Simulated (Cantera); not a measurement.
# Equilibrium for silicon nitride deposition: SiHCl3 + NH3 + N2

Input: 1 mol SiHCl3, 39 mol NH3, 63 mol N2, held at 3.68 Torr.

Method: chemical equilibrium by Gibbs-energy minimisation in Cantera with the NASA 1993 tables (ideal gas, pure condensed phases). Candidate condensed phases: NH4Cl, Si, Si3N4; 28 gas species. The tables' values for SiCl, SiN are old estimates; treat these amounts as uncertain. Gases not in the tables: Si2H6 and higher silanes. Kinetics and transport are ignored.

```csv
T (°C),x N2,x H2,x H,x HCl,x Si,x SiCl2,x Cl,x SiCl,n Si3N4(s),n Si(l)
427,0.575,0.404,<1e-12,0.0211,<1e-12,<1e-12,<1e-12,<1e-12,0.333,0
627,0.575,0.404,1.06e-9,0.0211,<1e-12,1.73e-10,5.40e-11,<1e-12,0.333,0
827,0.575,0.404,2.35e-7,0.0211,<1e-12,1.09e-7,1.10e-8,<1e-12,0.333,0
1027,0.575,0.404,1.00e-5,0.0211,2.78e-11,9.21e-6,4.42e-7,3.35e-10,0.333,0
1227,0.575,0.404,0.000160,0.0206,1.41e-7,0.000222,6.58e-6,2.34e-7,0.323,0
1427,0.575,0.404,0.00134,0.0174,9.34e-5,0.00180,4.47e-5,2.89e-5,0.241,0
1627,0.573,0.398,0.00715,0.0166,0.00257,0.00188,0.000225,0.000234,0,0.274
1827,0.565,0.381,0.0275,0.0185,0.00591,0.000417,0.000982,0.000233,0,0
```
x: gas mole fraction; n: condensed amount in mol.

From 427 °C to 1427 °C the condensed part is Si3N4(s). At 1627 °C the condensed part is Si(l). At 1827 °C nothing is condensed. The main Si-bearing gas is SiCl4 at 427 °C and Si at 1827 °C.
